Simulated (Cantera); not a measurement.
Input: 1 mol Fe(CO)₅, 0.088 mol O₂, 12 mol H₂, equilibrated at 1150 K and 3.80 mbar.

Cantera equilibrium calculation (NASA polynomials, part measured and part estimated; ideal gas, pure solids and liquids). Candidate condensed phases: C, C₆H₆, C₇H₈, C₈H₁₈, Fe, Fe(CO)₅, FeO, Fe(OH)₂, Fe(OH)₃, Fe₂O₃, Fe₃O₄, H₂O; 114 gas species. Equilibrium is a limit: real reactors are often held back by kinetics, nucleation or transport.

Base state: H₂ 0.698, CO 0.291, H₂O 0.00766, CO₂ 0.00269 (mole fractions); condensed: Fe(α).

Problem. What changes in the equilibrium state with this change: Fe(CO)₅ replaced by PbO?

Solution. 
| species | before | after |
|---|---|---|
| H₂ | 0.698 | 0.833 |
| H₂O | 0.00766 | 0.0905 |
| Pb | 0 | 0.0762 |
| CO | 0.291 | 0 |
| CO₂ | 0.00269 | 0 |
| Fe(α), mol | 1.00 | 0 |
| Pb(l), mol | 0 | 0.00949 |
Further candidate phases: Pb, PbO, PbO₂, Pb₃O₄.

Problem. What changes in the equilibrium state with this change: H₂ from 12 to 47 mol?

Solution. 
```
species      before     after
----------  -------  --------
H₂            0.698     0.901
CO            0.291    0.0959
H₂O         0.00766   0.00311
CO₂         0.00269  0.000278
Fe(α), mol     1.00      1.00
```

Problem. What changes in the equilibrium state with this change: H₂ from 12 to 6.8 mol?

Solution. 
```tsv
species	before	after
H₂	0.698	0.567
CO	0.291	0.418
H₂O	0.00766	0.00921
CO₂	0.00269	0.00571
Fe(α), mol	1.00	1.00
```
